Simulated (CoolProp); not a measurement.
Properties of 1,2-dichloroethane at several states.

The numbers come from the reference Helmholtz-energy equation of state, Thol 2015 in CoolProp.

```
T (°C)  p (MPa)   phase  density (kg/m³)  cp (kJ/(kg K))  Joule-Thomson coefficient (K/MPa)  isothermal compressibility (1/MPa)
------  -------  ------  ---------------  --------------  ---------------------------------  ----------------------------------
2.05     0.0107  liquid             1278           1.289                            -0.4234                           0.0006763
-7.05      29.4  liquid             1313           1.270                            -0.4460                           0.0005187
222.65    0.134     gas            3.261           1.041                              13.21                               7.566
34.05      6.25  liquid             1239           1.303                            -0.4018                           0.0008198
100.15    0.733  liquid             1131           1.387                            -0.2874                            0.001592
101.85    0.426  liquid             1127           1.390                            -0.2822                            0.001630
```
